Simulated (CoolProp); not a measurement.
A simple Rankine cycle with sulfur dioxide: condensing at 292.15 K, boiler at 3.1 MPa, turbine inlet 383.4 K, turbine efficiency 0.75, pump efficiency 0.8, no recuperator. Each further row changes one setting.

Model: reference Helmholtz-energy equation of state, Gao 2016, in CoolProp.

```csv
case,thermal efficiency (%),net work (kJ/kg),heat in (kJ/kg),turbine exit temperature (K),volume ratio over the turbine
as stated,14.4,54.7,380,292.1,8.45
turbine inlet 403.4 K,14.7,59.0,403,292.1,7.86
condensing temperature 284.15 K,15.6,61.1,391,284.1,11.0
boiler pressure 2.17 MPa,12.7,50.7,399,292.1,5.60
turbine efficiency 0.65,12.4,47.1,380,292.1,8.64
```

The expansion ends wet for: as stated; turbine inlet 403.4 K; condensing temperature 284.15 K; boiler pressure 2.17 MPa; turbine efficiency 0.65.
